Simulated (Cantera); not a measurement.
# Stirred combustor or abatement burner

A perfectly stirred reactor is fed with 5.17 % CH4, 18.8 % O2, 70.8 % N2, 5.17 % CO2, equivalence ratio 0.55, at 5.00 bar; it is adiabatic with a 323 K inlet, and is followed from long to short residence time, starting on the burning branch (τ in s: 0.049, 0.025, 0.013, 0.0069, 0.0036, 0.0019, 0.00098, 0.00051, 0.00027, 0.00014, 7.3e-05, 3.8e-05, 2e-05).

Cantera simulation using GRI-Mech 3.0 (53 species, 325 reactions); the numbers are that mechanism's predictions, not measurements.

```json
[
 {"τ (s)": "0.049", "T (K)": "1500", "x CH4": "5.21e-5", "x O2": "0.0851", "x CO2": "0.103", "x CH2": "1.31e-8", "x HCN": "1.63e-9", "x C2H2": "9.40e-8"},
 {"τ (s)": "0.025", "T (K)": "1496", "x CH4": "9.04e-5", "x O2": "0.0854", "x CO2": "0.102", "x CH2": "2.37e-8", "x HCN": "2.20e-9", "x C2H2": "1.75e-7"},
 {"τ (s)": "0.013", "T (K)": "1488", "x CH4": "0.000162", "x O2": "0.0859", "x CO2": "0.101", "x CH2": "4.02e-8", "x HCN": "2.67e-9", "x C2H2": "3.10e-7"},
 {"τ (s)": "0.0069", "T (K)": "1472", "x CH4": "0.000320", "x O2": "0.0871", "x CO2": "0.0995", "x CH2": "6.10e-8", "x HCN": "2.76e-9", "x C2H2": "5.48e-7"},
 {"τ (s)": "0.0036", "T (K)": "323", "x CH4": "0.0517", "x O2": "0.188", "x CO2": "0.0517", "x CH2": "<1e-12", "x HCN": "<1e-12", "x C2H2": "<1e-12"},
 {"τ (s)": "0.0019", "T (K)": "323", "x CH4": "0.0517", "x O2": "0.188", "x CO2": "0.0517", "x CH2": "<1e-12", "x HCN": "<1e-12", "x C2H2": "<1e-12"},
 {"τ (s)": "0.00098", "T (K)": "323", "x CH4": "0.0517", "x O2": "0.188", "x CO2": "0.0517", "x CH2": "<1e-12", "x HCN": "<1e-12", "x C2H2": "<1e-12"},
 {"τ (s)": "0.00051", "T (K)": "323", "x CH4": "0.0517", "x O2": "0.188", "x CO2": "0.0517", "x CH2": "<1e-12", "x HCN": "<1e-12", "x C2H2": "<1e-12"},
 {"τ (s)": "0.00027", "T (K)": "323", "x CH4": "0.0517", "x O2": "0.188", "x CO2": "0.0517", "x CH2": "<1e-12", "x HCN": "<1e-12", "x C2H2": "<1e-12"},
 {"τ (s)": "0.00014", "T (K)": "323", "x CH4": "0.0517", "x O2": "0.188", "x CO2": "0.0517", "x CH2": "<1e-12", "x HCN": "<1e-12", "x C2H2": "<1e-12"},
 {"τ (s)": "7.3e-5", "T (K)": "323", "x CH4": "0.0517", "x O2": "0.188", "x CO2": "0.0517", "x CH2": "<1e-12", "x HCN": "<1e-12", "x C2H2": "<1e-12"},
 {"τ (s)": "3.8e-5", "T (K)": "323", "x CH4": "0.0517", "x O2": "0.188", "x CO2": "0.0517", "x CH2": "<1e-12", "x HCN": "<1e-12", "x C2H2": "<1e-12"},
 {"τ (s)": "2.0e-5", "T (K)": "323", "x CH4": "0.0517", "x O2": "0.188", "x CO2": "0.0517", "x CH2": "<1e-12", "x HCN": "<1e-12", "x C2H2": "<1e-12"}
]
```
x: mole fraction; the columns are a selection and need not sum to one.
